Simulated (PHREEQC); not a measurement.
1 kg of water holding 0.0057 mol/kgw Na2CO3 and 0.0046 mol/kgw NaHCO3 is evaporated at 25 °C; the solids stay in contact with the brine. CO2 is held at log p = -3.4 (atm). The run lets Nahcolite, Natron, Trona precipitate or redissolve, and no other solid.

Model: Pitzer model, pitzer.dat, run in PHREEQC.

**Question.** Predict ionic strength, C in solution (mol/kgw) at water left (kg) = 0.6755, 0.1711, 0.1156, 0.009058.

**Answer.** 
| water left (kg) | ionic strength | C in solution (mol/kgw) |
|---|---|---|
| 0.6755 | 0.0273 | 0.0201 |
| 0.1711 | 0.120 | 0.0666 |
| 0.1156 | 0.183 | 0.0940 |
| 0.009058 | 2.55 | 0.985 |
